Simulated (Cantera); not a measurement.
Input (Python, Cantera) and output of one run.

```python
import numpy as np
import cantera as ct

gas_names = """
    Fe FeO Fe(OH)2 H HO2 H2 H2O H2O2 H2S H2SO4 O OH O2 O3 S SH SO SO2 SO3 S2 S2O S8
""".split()
cond_names = """
    Fe(a) Fe(c) Fe(d) Fe(L) FeO(s) FeO(L) Fe(OH)2(s) Fe(OH)3(s) FeS(a) FeS(b) FeS(c) FeS(L) FeSO4(s)
    FeS2(s) Fe2O3(s) Fe2S3O12(s) Fe3O4(s) H2O(s) H2O(L) H2SO4(L) S(cr1) S(cr2) S(L)
""".split()


# ... load() reads the species with a 1 bar reference pressure and builds the phases ...
atoms = {
    'FeS2': {'Fe': 1, 'S': 2},
    'H2S': {'H': 2, 'S': 1},
    'O2': {'O': 2},
}
top_T = {'FeSO4(s)': 950, 'FeS2(s)': 1010, 'Fe2O3(s)': 1830, 'Fe2S3O12(s)': 1100, 'Fe3O4(s)': 1870}  # K; cautious upper limits of use, not melting points


# ... equilibrate(T, P, feed) seeds the gas with the atoms and calls Mixture.equilibrate('TP', solver="vcs", rtol=1e-11, max_steps=5000) ...
results = []
T = 1375  # K
P = 13332.2  # Pa
for m in [0.39, 0.48, 0.6, 0.73, 0.9, 1.1, 1.4, 1.7, 2.1, 2.6, 3.2, 3.9]:
    feed = {'FeS2': 1, 'H2S': 0.58, 'O2': m}  # mol
    mix = equilibrate(T, P, feed)
    results.append((T, P, feed, dict(zip(mix.species_names, mix.species_moles))))

top = {s: max(r[3][s] / sum(r[3][g] for g in gas_names) for r in results) for s in gas_names}
cols = sorted((s for s in top if top[s] > 1e-06), key=lambda s: -top[s])[:9]
seen = [c for c in cond_names if any(r[3].get(c, 0) > 1e-12 for r in results)]
print("log10 of partial pressures in bar; condensed amounts in mol")
print(f"{'n(O2)':>10s}" + "".join(f"{s[:9]:>10s}" for s in cols + seen))
for T, P, feed, n in results:
    ng = sum(n[g] for g in gas_names)
    print(f"{feed['O2']:10.4g}" + "".join(f"{np.log10(max(n[s] / ng * P / 1e5, 1e-99)):10.3f}" for s in cols)
          + "".join(f"{n.get(c, 0):10.4g}" for c in seen))
```

Result:

```
log10 of partial pressures in bar; condensed amounts in mol
     n(O2)       SO2        S2       H2O        O2       H2S        H2       S2O       SO3        SO    FeO(s)    FeS(c)  Fe2O3(s)  Fe3O4(s)
      0.39    -1.811    -1.208    -1.378   -11.128    -2.085    -2.328    -3.101    -8.499    -3.658         0         1         0         0
      0.48    -1.656    -1.245    -1.371   -10.955    -2.183    -2.408    -3.051    -8.257    -3.589         0         1         0         0
       0.6    -1.512    -1.298    -1.371   -10.784    -2.295    -2.493    -3.019    -8.028    -3.530         0         1         0         0
      0.73    -1.401    -1.362    -1.376   -10.641    -2.403    -2.570    -3.011    -7.846    -3.491         0         1         0         0
       0.9    -1.296    -1.455    -1.386   -10.490    -2.536    -2.656    -3.028    -7.665    -3.461         0         1         0         0
       1.1    -1.206    -1.581    -1.401   -10.336    -2.691    -2.747    -3.078    -7.498    -3.448         0         1         0         0
       1.4    -1.110    -1.837    -1.423   -10.112    -2.953    -2.882    -3.222    -7.290    -3.464         0         1         0         0
       1.7    -1.084    -1.866    -1.465   -10.072    -3.030    -2.944    -3.231    -7.244    -3.458    0.2088    0.7912         0         0
       2.1    -1.065    -1.853    -1.519   -10.059    -3.083    -3.004    -3.211    -7.218    -3.446    0.5253    0.4747         0         0
       2.6    -1.047    -1.841    -1.577   -10.047    -3.142    -3.068    -3.193    -7.194    -3.434    0.9208   0.07925         0         0
       3.2    -1.000    -2.175    -1.605    -9.833    -3.443    -3.203    -3.420    -7.040    -3.493  0.003782         0         0    0.3321
       3.9    -1.002   -17.889    -1.647    -1.979   -15.269    -7.172   -15.207    -3.116    -7.423         0         0       0.5         0
```

Cantera equilibrium calculation (NASA polynomials, part measured and part estimated; ideal gas, pure solids and liquids). Metal and sulfide melt together well below either melting point, which pure phases cannot show. Mutual solubility and eutectic melting of coexisting phases are not modelled. The tables' stoichiometric FeO is somewhat more stable than real wüstite, so its field is too wide. FeO, FeS: taken at fixed stoichiometry.
